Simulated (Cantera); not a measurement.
Feed: 1 mol (CH₃)₂SiCl₂, 0.0045 mol C₃H₈, 11 mol H₂, held at 2173.15 K and 1.00 bar.

Equilibrium computed with Cantera from the NASA thermochemical tables; the gas is ideal and each condensed phase is pure. The feed counts by its element totals alone. The tables' values for SiCl₃, SiCl are old estimates; treat these amounts as uncertain. Gases not in the tables: Si₂H₆ and higher silanes. Equilibrium is a limit: real reactors are often held back by kinetics, nucleation or transport.

| species | before | after |
|---|---|---|
| H₂ | 0.864 | 0.863 |
| HCl | 0.125 | 0.125 |
| H | 0.00449 | 0.00594 |
| SiCl₂ | 0.00354 | 0.00354 |
| CH₄ | 0.000208 | 0.000118 |
| Si | 2.80e-5 | 4.91e-5 |
| SiCl₃ | 6.26e-5 | 4.71e-5 |
| CH₃ | 2.08e-5 | 1.57e-5 |
| SiH | 1.21e-5 | 1.61e-5 |
| Cl | 0.000474 | 0.000627 |
| C(graphite), mol | 1.01 | 1.01 |
| SiC(s), mol | 0.944 | 0.943 |
Gas species are given as mole fractions.

**Question.** What was changed between the two runs?
A. pressure from 1.00 bar to 1.33 mbar
B. pressure from 1.00 bar to 0.570 bar
C. temperature from 2173.15 K to 1723.15 K
D. (CH₃)₂SiCl₂ replaced by CH₃SiCl₃

**Answer.** B, pressure from 1.00 bar to 0.570 bar. The tables' values for SiCl, SiCl₃ are old estimates; treat these amounts as uncertain
